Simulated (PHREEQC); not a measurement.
Consider water at 55 °C with 4.84 mmol/kgw CuCl2, 1.5 mmol/kgw HCl and 2 mmol/kgw Na2SO4. Closed to the air; pH follows from the charge balance.

All values are PHREEQC results (ion-association model, phreeqc.dat), not measurements.

This is a speciation only: nothing precipitates in the calculation.

Predict the pH.

pH 2.94.

In which forms is S present?

SO4-2 67 %, CuSO4 22 %, HSO4- 10 %, NaSO4- 0.9 % of the S.

Constants without temperature data keep their 25 °C values here.
